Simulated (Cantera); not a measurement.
Charge: 1 mol C, 0.34 mol O2, 2.4 mol N2, at 10000 Pa.

Equilibrium computed with Cantera from the NASA thermochemical tables; the gas is ideal and each condensed phase is pure. Candidate condensed phases: C; 24 gas species. Equilibrium is a limit: real reactors are often held back by kinetics, nucleation or transport.

Over these rows the condensed part is C(graphite). Partial pressures as log10 of bar:

| T (K) | 1000/T (1/K) | log p CO2 | log p N2 | log p CO |
|---|---|---|---|---|
| 975 | 1.0256 | -3.36 | -1.11 | -1.67 |
| 1025 | 0.9756 | -3.79 | -1.11 | -1.66 |
| 1075 | 0.9302 | ? | -1.11 | -1.66 |
| 1125 | 0.8889 | -4.55 | -1.11 | -1.66 |
| 1175 | 0.8511 | -4.88 | -1.11 | -1.66 |
| 1225 | 0.8163 | -5.19 | -1.11 | -1.66 |

Q: Fit log p(CO2) = a + b·(1000/T) to the five rows, give the apparent enthalpy, and predict the row at 1075 K.

A: Means: 1000/T = 0.9115, log p = -4.354. Sxy = 0.265355, Sxx = 0.0303496, so b = 8.74 and a = -4.354 − (8.74)×0.9115 = -12.32.
Apparent enthalpy: −19.145 × (8.74) = -167 kJ/mol. With the condensed phases at unit activity, 2 CO(g) = CO2(g) + C(graphite) links this pressure to the main gases: over the six rows their terms move log p by +0.02 in all, so the slope is close to that reaction's ΔH°. The five rows lie within 0.01 of the line.
Prediction at 1075 K: -12.32 + (8.74)×0.9302 = -4.19. The computed value is -4.18, 0.01 from the line.
